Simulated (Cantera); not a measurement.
Charge: 1 mol CS2, 0.27 mol H2, held at 1.00 bar.

Equilibrium computed with Cantera from the NASA thermochemical tables; the gas is ideal and each condensed phase is pure. Candidate condensed phases: C, C6H6, C7H8, C8H18, S; 83 gas species. Kinetics and transport are ignored.

### Question
At 1050 °C, list the 4 most abundant gas species with their mole fractions, and the condensed phases.

### Answer
CS2 0.655, H2S 0.176, S2 0.113, H2 0.0546. Condensed: C(graphite).
